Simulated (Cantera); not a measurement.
Feed: 1 mol Si, 1.1 mol HCl, 0.27 mol H₂, equilibrated at 427 °C and 0.690 bar.

These are equilibrium values from Cantera (NASA tables, ideal gas, pure condensed phases), not measurements of a reactor. Candidate condensed phases: Si; 19 gas species. Kinetics and transport are ignored.

Base state: H₂ 0.721, SiCl₄ 0.193, SiHCl₃ 0.0836, SiH₂Cl₂ 0.00239, HCl 0.000340, SiH₃Cl 1.46e-5 (mole fractions); condensed: Si(s).

**Question.** What changes in the equilibrium state with this change: pressure from 0.690 bar to 0.133 bar?

**Answer.** 
```csv
species,before,after
H₂,0.721,0.729
SiCl₄,0.193,0.210
SiHCl₃,0.0836,0.0594
SiH₃Cl,1.46e-5,4.43e-6
SiH₂Cl₂,0.00239,0.00111
SiCl₃,8.17e-6,1.31e-5
HCl,0.000340,0.000526
"Si(s), mol",0.701,0.709
```
The tables' values for SiCl₃ are old estimates; treat these amounts as uncertain.
